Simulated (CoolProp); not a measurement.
Fluorine along the isobar 6.33 MPa: fugacity coefficient from the reference equation and from simpler models built on Tc = 144.4 K, pc = 5.240 MPa, ω = 0.045; each cubic takes its own stable root.

The numbers come from the reference Helmholtz-energy equation of state, de Reuck 1990 in CoolProp.

```csv
T (K),phase,reference
135.8,liquid,0.4516
154,supercritical,0.6819
172.3,supercritical,0.7820
190.5,supercritical,0.8438
208.8,supercritical,0.8859
227,supercritical,0.9155
245.3,supercritical,0.9373
263.5,supercritical,0.9535
281.8,supercritical,0.9661
300,supercritical,0.9758
```

Problem. How far does each simpler model (Redlich-Kwong, Peng-Robinson) lie from the reference over these 10 states: mean and median of the absolute difference, and the worst?

Solution. 
- Redlich-Kwong: mean 0.9 %, median 0.8 %, worst +1.9 % at 135.8 K and 6.33 MPa
- Peng-Robinson: mean 2.4 %, median 2.3 %, worst -4.4 % at 154 K and 6.33 MPa
